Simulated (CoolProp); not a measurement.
Vapour-liquid equilibrium of n-octane (1) + ethylbenzene (2) at 0.757 MPa; x and y are mole fractions of (1).

Computed with CoolProp (multi-fluid Helmholtz-energy mixture model, Beckmüller 2019 and Zhou 2012; pair parameters Bell 2016).

| x | bubble temperature, mixture model (K) | bubble temperature, Raoult's law (K) | y, mixture model | y, Raoult's law |
|---|---|---|---|---|
| 0.05 | 503.1 | 503.7 | 0.066 | 0.062 |
| 0.15 | 500.8 | 502.1 | 0.188 | 0.182 |
| 0.25 | 498.8 | 500.7 | 0.298 | 0.296 |
| 0.35 | 497.1 | 499.2 | 0.401 | 0.405 |
| 0.45 | 495.6 | 497.8 | 0.498 | 0.509 |
| 0.55 | 494.3 | 496.4 | 0.591 | 0.607 |
| 0.65 | 493.2 | 495.1 | 0.682 | 0.702 |
| 0.75 | 492.3 | 493.8 | 0.771 | 0.792 |
| 0.85 | 491.5 | 492.5 | 0.862 | 0.878 |
| 0.95 | 490.9 | 491.3 | 0.953 | 0.960 |

The largest gap from Raoult's law is -2.2 K in bubble temperature, at x = 0.45. No azeotrope shows between x = 0.05 and 0.95.

Pair parameters are fitted to limited data, so mixtures are less certain than the pure fluids.
